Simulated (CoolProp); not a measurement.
A simple Rankine cycle with R227EA: condensing at 306.15 K, boiler at 1.44 MPa, turbine inlet 343.7 K, turbine efficiency 0.9, pump efficiency 0.7, no recuperator. Each further row changes one setting.

Values from CoolProp's reference Helmholtz-energy equation of state, Lemmon 2016.

```
case                             thermal efficiency (%)  net work (kJ/kg)  heat in (kJ/kg)  turbine exit temperature (K)  volume ratio over the turbine
-------------------------------  ----------------------  ----------------  ---------------  ----------------------------  -----------------------------
as stated                                             …              9.54              127                         317.9                           2.87
turbine inlet 363.7 K                               7.3                 …              150                         340.5                              …
condensing temperature 298.15 K                     9.0              12.3              137                         312.6                              …
boiler pressure 1.01 MPa                            4.9              6.58              135                         330.0                           1.83
turbine efficiency 0.8                              6.6              8.38              127                         319.2                           2.88
```

Q: Fill in the missing entries.

A: 
- as stated, thermal efficiency (%): 7.5
- turbine inlet 363.7 K, net work (kJ/kg): 11.0
- turbine inlet 363.7 K, volume ratio over the turbine: 2.70
- condensing temperature 298.15 K, volume ratio over the turbine: 3.68
